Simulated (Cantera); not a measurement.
A perfectly stirred reactor is fed with CH4 : C2H6 : O2 : N2 = 1 : 1.1 : 4.18 : 15.7 (molar parts), equivalence ratio 1.4, at 500000 Pa; it is adiabatic with a 725 K inlet, and is followed from long to short residence time, starting on the burning branch (τ in s: 0.49, 0.21, 0.085, 0.036, 0.015, 0.0062, 0.0026, 0.0011, 0.00044, 0.00018, 7.7e-05).

Cantera simulation using GRI-Mech 3.0 (53 species, 325 reactions); the numbers are that mechanism's predictions, not measurements.

x: mole fraction; the columns are a selection and need not sum to one.

```
τ (s)    T (K)     x CH4   x C2H6      x O2  x H2O    x CH2    x NO2     x C2H
-------  -----  --------  -------  --------  -----  -------  -------  --------
0.49      2328   3.05e-6  1.14e-8   1.54e-5  0.165  3.31e-8  2.43e-9  9.23e-10
0.21      2327       [?]      [?]       [?]  0.165      [?]      [?]       [?]
0.085     2326   1.43e-5  6.43e-8   3.07e-5  0.165  1.80e-7  3.60e-9   5.28e-9
0.036     2324   2.71e-5  1.48e-7   5.19e-5  0.165  4.00e-7  4.75e-9   1.23e-8
0.015     2321       [?]      [?]       [?]  0.165      [?]      [?]       [?]
0.0062    2317   7.63e-5  7.90e-7  0.000178  0.164  1.85e-6  8.45e-9   6.45e-8
0.0026    2310  0.000115  1.76e-6  0.000333  0.164  3.73e-6  1.08e-8   1.39e-7
0.0011    2301  0.000171  3.88e-6  0.000620  0.164  7.24e-6  1.35e-8   2.86e-7
0.00044   2288  0.000274  9.04e-6   0.00122  0.163  1.44e-5  1.63e-8   6.05e-7
0.00018   2268  0.000481  2.15e-5   0.00248  0.162  2.78e-5  1.86e-8   1.26e-6
7.7e-5    2234  0.000932  5.37e-5   0.00521  0.161  5.08e-5  1.91e-8   2.47e-6
```

**Question.** Fill in the missing entries.

**Answer.** 
- 0.21, x CH4: 6.64e-6
- 0.21, x C2H6: 2.64e-8
- 0.21, x O2: 2.00e-5
- 0.21, x CH2: 7.59e-8
- 0.21, x NO2: 2.83e-9
- 0.21, x C2H: 2.15e-9
- 0.015, x CH4: 4.73e-5
- 0.015, x C2H6: 3.44e-7
- 0.015, x O2: 9.48e-5
- 0.015, x CH2: 8.73e-7
- 0.015, x NO2: 6.38e-9
- 0.015, x C2H: 2.85e-8
